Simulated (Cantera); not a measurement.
A closed system holds: 1 mol CH3SiCl3, 0.056 mol C3H8, 4.1 mol H2, 0.84 mol CH4, held at 390 Pa.

Equilibrium computed with Cantera from the NASA thermochemical tables; the gas is ideal and each condensed phase is pure. Candidate condensed phases: C, C6H6, C7H8, C8H18, Si, SiC; 109 gas species. The feed counts by its element totals alone. The tables' values for SiCl3, SiCl are old estimates; treat these amounts as uncertain. The numbers say what is thermodynamically allowed, not how fast it happens.

x: gas mole fraction; n: condensed amount in mol.

```
T (K)   x H2  x HCl       x H  x SiCl2        x Cl   x SiCl4  x C2H2 (acetylene)  n C(graphite)  n SiC(s)
-----  -----  -----  --------  -------  ----------  --------  ------------------  -------------  --------
1300   0.670  0.327   1.45e-5  0.00126  (withheld)  0.000575             3.86e-7           1.03     0.980
1375   0.670  0.328   4.49e-5  0.00198  (withheld)  0.000205             1.19e-6           1.03     0.977
1450   0.670  0.326  0.000124  0.00292  (withheld)   7.97e-5             3.27e-6           1.04     0.971
1525   0.671  0.324  0.000310  0.00411  (withheld)   3.37e-5             8.11e-6           1.05     0.961
1600   0.672  0.321  0.000714  0.00556  (withheld)   1.52e-5             1.85e-5           1.06     0.948
1675   0.673  0.317   0.00153  0.00725  (withheld)   7.32e-6             3.91e-5           1.07     0.933
1750   0.674  0.313   0.00306  0.00917  (withheld)   3.69e-6             7.74e-5           1.09     0.916
1825   0.674  0.307   0.00579   0.0113  (withheld)   1.94e-6            0.000145           1.11     0.896
1900   0.672  0.300    0.0104   0.0135  (withheld)   1.05e-6            0.000257           1.13     0.875
1975   0.668  0.291    0.0179   0.0156  (withheld)   5.85e-7            0.000434           1.15     0.849
```

Q: Fill in the missing entries.

A: 
- 1300, x Cl: 5.98e-6
- 1375, x Cl: 1.82e-5
- 1450, x Cl: 4.91e-5
- 1525, x Cl: 0.000120
- 1600, x Cl: 0.000270
- 1675, x Cl: 0.000561
- 1750, x Cl: 0.00109
- 1825, x Cl: 0.00201
- 1900, x Cl: 0.00351
- 1975, x Cl: 0.00584
